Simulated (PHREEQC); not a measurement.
Consider water at 20 °C with 0.63 mol HF, 0.00035 mol NaF and 0.13 mol HCl per kg of water. Closed to the air; pH follows from the charge balance.

The numbers come from PHREEQC with the ion-association model, wateq4f.dat.

Each row changes one thing in this solution. Precipitation was switched off in this run.

```
case                             pH  ionic strength (mol/kgw)  HF (mol/kgw)  H2F2 (mol/kgw)  F- (mol/kgw)  HF2- (mol/kgw)  SI of Halite (NaCl)
-----------------------------  ----  ------------------------  ------------  --------------  ------------  --------------  -------------------
as made                        0.96                     0.134         0.243           0.190       0.00226         0.00209                -6.16
HF from 0.63 to 0.126 mol/kgw  0.97                     0.131        0.0820          0.0216      0.000778        0.000242                -6.15
diluted 100-fold with water    2.59                   0.00273       0.00471               ?       0.00141         2.44e-5                -9.96
temperature from 20 to 45 °C   0.96                     0.135             ?           0.143       0.00200         0.00296                -6.22
```

**Question.** Fill in the missing entries.

**Answer.** 
- diluted 100-fold with water, H2F2 (mol/kgw): 6.91e-5
- temperature from 20 to 45 °C, HF (mol/kgw): 0.336

wateq4f.dat counts part of the HF as a dimer, H2F2, which phreeqc.dat doesn't know; its constant is uncertain. Away from 25 °C the constants follow the database's enthalpies or fits; those with neither stay at their 25 °C values.
